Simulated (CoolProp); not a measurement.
A single-stage vapour-compression cycle with the fluid: evaporating at 196.15 K (dew point), condensing at 253.15 K (bubble point), superheat 0 K, subcooling 0 K, compressor efficiency 0.6, no pressure losses. The same conditions are run with several fluids, on thermodynamics alone (safety and materials aside).

Computed with CoolProp (reference Helmholtz-energy equation of state of each fluid (hydrogen sulfide: Lemmon 2006; ethane: Bücker 2006; R115: Lemmon 2016; C3F8 (R218): Lemmon 2006; nitrous oxide: Lemmon 2006; carbonyl sulfide: Lemmon 2006)).

| fluid | cooling COP | pressure ratio | discharge temperature (K) | refrigerating effect (kJ/kg) | volumetric capacity (kJ/m³) |
|---|---|---|---|---|---|
| hydrogen sulfide | … | … | 480.6 | 451 | 382 |
| ethane | 1.52 | 7.82 | … | 318 | 1130 |
| R115 | 1.54 | 17.5 | 287.6 | 86.0 | 104 |
| C3F8 (R218) | 1.40 | 19.6 | 268.1 | 64.3 | 78.3 |
| nitrous oxide | 1.49 | 9.36 | 399.4 | 257 | 1390 |
| carbonyl sulfide | 1.61 | 14.2 | 428.4 | … | 231 |

Q: What belongs in the gaps?

A: 
- hydrogen sulfide, cooling COP: 1.56
- hydrogen sulfide, pressure ratio: 13.7
- ethane, discharge temperature (K): 334.3
- carbonyl sulfide, refrigerating effect (kJ/kg): 258
